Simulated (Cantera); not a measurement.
Input (Python, Cantera) and output of one run.

```python
import numpy as np
import cantera as ct

gas_names = """
    CL CL2 H HCL H2 N NH NH2 NH3 N2 N2H2 N2H4 Si SiCL SiCL2 SiCL3 SiCL4 SiH SiHCL3 SiH2 SiH2CL2 SiH3
    SiH3CL SiH4 SiN Si2 Si2N Si3
""".split()
cond_names = """
    NH4CL(a) NH4CL(b) Si(cr) Si(L) Si3N4(a)
""".split()


# ... load() reads the species with a 1 bar reference pressure and builds the phases ...
atoms = {
    'Si2Cl6': {'Si': 2, 'CL': 6},
    'NH3': {'N': 1, 'H': 3},
    'H2': {'H': 2},
}
top_T = {'Si3N4(a)': 2400}  # K; cautious upper limits of use, not melting points


# ... equilibrate(T, P, feed) seeds the gas with the atoms and calls Mixture.equilibrate('TP', solver="vcs", rtol=1e-11, max_steps=5000) ...
results = []
feed = {'Si2Cl6': 1, 'NH3': 0.18, 'H2': 3.7}  # mol
T = 925  # K
P = 15  # Pa
mix = equilibrate(T, P, feed)
results.append((T, P, feed, dict(zip(mix.species_names, mix.species_moles))))
x = sorted(zip(gas.X, gas.species_names), reverse=True)
print(f"T = {T:g} K  P = {P:g} Pa  gas = {mix.phase_moles(0):.4g} mol")
print("   x: " + "  ".join(f"{s} {v:.3e}" for v, s in x if v > 1e-06))
print("   condensed (mol): " + ("  ".join(f"{mix.phase(i).name} {mix.phase_moles(i):.4g}"
      for i in range(1, mix.n_phases) if mix.phase_moles(i) > 1e-12) or "none"))
```

Result:

```
T = 925 K  P = 15 Pa  gas = 5.561 mol
   x: H2 6.804e-01  SiCL4 2.396e-01  HCL 5.634e-02  SiHCL3 1.051e-02  SiCL2 6.734e-03  SiCL3 6.375e-03  SiH2CL2 4.531e-05
   condensed (mol): Si(cr) 0.401  Si3N4(a) 0.045
```

These are equilibrium values from Cantera (NASA tables, ideal gas, pure condensed phases), not measurements of a reactor. The feed counts by its element totals alone. The tables' values for SiCl3 are old estimates; treat these amounts as uncertain.
